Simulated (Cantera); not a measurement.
An isothermal, constant-pressure homogeneous reactor starts with 9.09 % CH4, 90.9 % N2, at 1675 K and 0.0533 atm.

Cantera simulation using GRI-Mech 3.0 (53 species, 325 reactions); the numbers are that mechanism's predictions, not measurements. GRI-Mech 3.0 stops at C3 and has no aromatics, soot or wall deposition, so with more carbon than oxygen in the feed, carbon stays in small species such as C2H2 where larger ones or solid carbon would form.

One state of this run: x CH4 = 0.000348; x C2H6 = 3.95e-9; x CH3 = 9.99e-6; x H = 0.000176; x C2H2 = 0.0415; x C2H4 = 1.65e-5. x: mole fraction; the columns are a selection and need not sum to one.

Question: Which value of t (s) does it belong to?
A) 0.0306
B) 0.00191
C) 19.8
D) 7.86

Answer: D, 7.86
